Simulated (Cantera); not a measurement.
An isothermal, constant-pressure homogeneous reactor starts with H2 : O2 : N2 = 1.5 : 1 : 1.4 (molar parts), equivalence ratio 0.75, at 1125 K and 0.250 bar. Integrator tolerance rtol = 1e-08.

Model: the H2/O2 subset of GRI-Mech 3.0, which has no nitrogen chemistry, integrated in Cantera. The temperature is held fixed by assumption; the heat of reaction is taken as removed at once.

Problem. What does this change do: temperature 1125 to 823 K?

Solution. 
| quantity | before | after |
|---|---|---|
| x(H2) at 10.0 s | 8.22e-9 (gas-phase equilibrium 8.20e-9) | 0.362 (gas-phase equilibrium <1e-12) |
| x(O2) at 10.0 s | 0.0794 (gas-phase equilibrium 0.0794) | 0.245 (gas-phase equilibrium 0.0794) |
| x(H2O2) at 10.0 s | 7.91e-10 (gas-phase equilibrium 7.86e-10) | 0.00125 (gas-phase equilibrium 1.21e-11) |
| x(OH) at 10.0 s | 2.46e-6 (gas-phase equilibrium 2.45e-6) | 3.54e-9 (gas-phase equilibrium 4.19e-9) |
| x(H) at 10.0 s | 8.15e-12 (gas-phase equilibrium 8.10e-12) | 7.93e-8 (gas-phase equilibrium <1e-12) |
| x(H2O) at 10.0 s | 0.476 (gas-phase equilibrium 0.476) | 0.0269 (gas-phase equilibrium 0.476) |
Below about 950 K walls govern HO2 and H2O2 in real vessels.

Problem. What does this change do: temperature 1125 to 775 K?

Solution. 
```
quantity                                              before                                      after
-----------------  -----------------------------------------  -----------------------------------------
x(H2) at 10.0 s      8.22e-9 (gas-phase equilibrium 8.20e-9)       0.385 (gas-phase equilibrium <1e-12)
x(O2) at 10.0 s        0.0794 (gas-phase equilibrium 0.0794)       0.256 (gas-phase equilibrium 0.0794)
x(H2O2) at 10.0 s  7.91e-10 (gas-phase equilibrium 7.86e-10)   1.24e-5 (gas-phase equilibrium 4.66e-12)
x(OH) at 10.0 s      2.46e-6 (gas-phase equilibrium 2.45e-6)  3.86e-12 (gas-phase equilibrium 9.65e-10)
x(H) at 10.0 s     8.15e-12 (gas-phase equilibrium 8.10e-12)    1.72e-10 (gas-phase equilibrium <1e-12)
x(H2O) at 10.0 s         0.476 (gas-phase equilibrium 0.476)      1.14e-5 (gas-phase equilibrium 0.476)
```
Below about 950 K walls govern HO2 and H2O2 in real vessels.
